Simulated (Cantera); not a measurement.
A Cantera script and what it prints.

```python
import numpy as np
import cantera as ct

gas_names = """
    CL CLF CLF3 CL2 F F2 Si SiCL SiCL2 SiCL3 SiCL4 SiF SiF2 SiF3 SiF4 Si2 Si3
""".split()
cond_names = """
    Si(cr) Si(L)
""".split()


def load(file, names, dense=False):
    # The tables refer to 1 bar. Condensed volumes are neglected.
    table = {s.name: s for s in ct.Species.list_from_file(file)}
    out = []
    for n in names:
        d = dict(table[n].input_data)
        d["thermo"] = dict(d["thermo"], **{"reference-pressure": 1e5})
        if dense:
            d["equation-of-state"] = {"model": "constant-volume", "density": "1e6 g/cm^3"}
        out.append(ct.Species.from_dict(d))
    return out


gas = ct.Solution(thermo="ideal-gas", species=load("nasa_gas.yaml", gas_names))
cond = {s.name: ct.Solution(thermo="fixed-stoichiometry", species=[s], name=s.name)
        for s in load("nasa_condensed.yaml", cond_names, dense=True)}
atoms = {
    'Si': {'Si': 1},
    'Cl2': {'CL': 2},
    'F2': {'F': 2},
}
top_T = {}  # K; cautious upper limits of use, not melting points


def equilibrate(T, P, feed):
    n = {}
    for name, mol in feed.items():
        for a, k in atoms[name].items():
            n[a] = n.get(a, 0.0) + k * mol
    gas.TPX = T, P, n
    mass = sum(n.values()) * gas.mean_molecular_weight
    gas.equilibrate("TP")
    valid = [c for c in cond.values() if c.min_temp <= T <= top_T.get(c.name, c.max_temp)]
    mix = ct.Mixture([(gas, mass / gas.mean_molecular_weight)] + [(c, 0.0) for c in valid])
    mix.T, mix.P = T, P
    mix.equilibrate("TP", solver="vcs", rtol=1e-11, max_steps=5000)
    return mix


results = []
T = 1298  # K
P = 10000  # Pa
for m in [0.59, 1, 1.4, 1.8, 2.3, 2.7, 3.1]:
    feed = {'Si': 1, 'Cl2': 6.4, 'F2': m}  # mol
    mix = equilibrate(T, P, feed)
    results.append((T, P, feed, dict(zip(mix.species_names, mix.species_moles))))
    x = sorted(zip(gas.X, gas.species_names), reverse=True)
    print(f"T = {T:g} K  P = {P:g} Pa  n(F2) = {m:g} mol  gas = {mix.phase_moles(0):.4g} mol")
    print("   x: " + "  ".join(f"{s} {v:.3e}" for v, s in x if v > 0.001))
    print("   condensed (mol): " + ("  ".join(f"{mix.phase(i).name} {mix.phase_moles(i):.4g}"
          for i in range(1, mix.n_phases) if mix.phase_moles(i) > 1e-12) or "none"))
```

Output:

```
T = 1298 K  P = 10000 Pa  n(F2) = 0.59 mol  gas = 6.095 mol
   x: CL2 8.014e-01  SiCL4 1.157e-01  SiF4 4.840e-02  CL 3.450e-02
   condensed (mol): none
T = 1298 K  P = 10000 Pa  n(F2) = 1 mol  gas = 6.513 mol
   x: CL2 8.117e-01  SiF4 7.677e-02  SiCL4 7.677e-02  CL 3.472e-02
   condensed (mol): none
T = 1298 K  P = 10000 Pa  n(F2) = 1.4 mol  gas = 6.921 mol
   x: CL2 8.206e-01  SiF4 1.011e-01  SiCL4 4.335e-02  CL 3.491e-02
   condensed (mol): none
T = 1298 K  P = 10000 Pa  n(F2) = 1.8 mol  gas = 7.329 mol
   x: CL2 8.285e-01  SiF4 1.228e-01  CL 3.507e-02  SiCL4 1.365e-02
   condensed (mol): none
T = 1298 K  P = 10000 Pa  n(F2) = 2.3 mol  gas = 7.837 mol
   x: CL2 7.622e-01  SiF4 1.276e-01  CLF 7.516e-02  CL 3.364e-02  F 1.398e-03
   condensed (mol): none
T = 1298 K  P = 10000 Pa  n(F2) = 2.7 mol  gas = 8.244 mol
   x: CL2 6.772e-01  CLF 1.665e-01  SiF4 1.213e-01  CL 3.171e-02  F 3.285e-03
   condensed (mol): none
T = 1298 K  P = 10000 Pa  n(F2) = 3.1 mol  gas = 8.652 mol
   x: CL2 6.003e-01  CLF 2.491e-01  SiF4 1.156e-01  CL 2.985e-02  F 5.219e-03
   condensed (mol): none
```

Cantera equilibrium calculation (NASA polynomials, part measured and part estimated; ideal gas, pure solids and liquids).
